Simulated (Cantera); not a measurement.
Input: 1 mol Cr, a varied amount of H2O, 2.5 mol H2, equilibrated at 3.50 Pa.

Method: chemical equilibrium by Gibbs-energy minimisation in Cantera with the NASA 1993 tables (ideal gas, pure condensed phases). Candidate condensed phases: Cr, Cr2O3, H2O; 13 gas species. Mutual solubility and eutectic melting of coexisting phases are not modelled. The numbers say what is thermodynamically allowed, not how fast it happens.

Stable condensed phases, one row left out:

```
T in K \ n(H2O) in mol
         0.092  0.12  0.15  0.19  0.25  0.32   0.4  0.52  0.66  0.84   1.1   1.4   1.8
   2475      A     A     A     A     A     A     A     A     A     A     A     A     A
   2325      A     A     A     A     A     A     A     A     A     A     A     A     A
   2175      A     A     A     A     A     A     A     A     A     A     A     A     A
   2025      A     A     A     A     A     A     A     A     A     A     A     A     A
   1875      A     A     A     A     A     B     B     B     B     B     B     B     B
   1725      B     B     B     B     B     B     B     B     B     B     B     B     B
   1575      C     C     C     C     C     C     C     C     C     C     C     B     B
   1275      C     C     C     C     C     C     C     C     C     C     C     C     B
   1125      C     C     C     C     C     C     C     C     C     C     C     C     B
```

A: gas only; B: Cr2O3; C: Cr + Cr2O3.

Give the row for 1425 K.

0.092: Cr + Cr2O3; 0.12: Cr + Cr2O3; 0.15: Cr + Cr2O3; 0.19: Cr + Cr2O3; 0.25: Cr + Cr2O3; 0.32: Cr + Cr2O3; 0.4: Cr + Cr2O3; 0.52: Cr + Cr2O3; 0.66: Cr + Cr2O3; 0.84: Cr + Cr2O3; 1.1: Cr + Cr2O3; 1.4: Cr + Cr2O3; 1.8: Cr2O3.
